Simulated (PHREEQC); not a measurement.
Make-up at 25 °C: 41 mmol/kgw HF and 0.054 mmol/kgw CsF. Closed to the air; pH follows from the charge balance.

All values are PHREEQC results (ion-association model, wateq4f.dat), not measurements.

No solid was allowed to form.

### Question
Predict the pH.

### Answer
pH 2.32.

### Question
In which forms is F present?

### Answer
HF 74 %, H2F2 12 %, F- 11 %, HF2- 2.6 % of the F.

wateq4f.dat counts part of the HF as a dimer, H2F2, which phreeqc.dat doesn't know; its constant is uncertain.
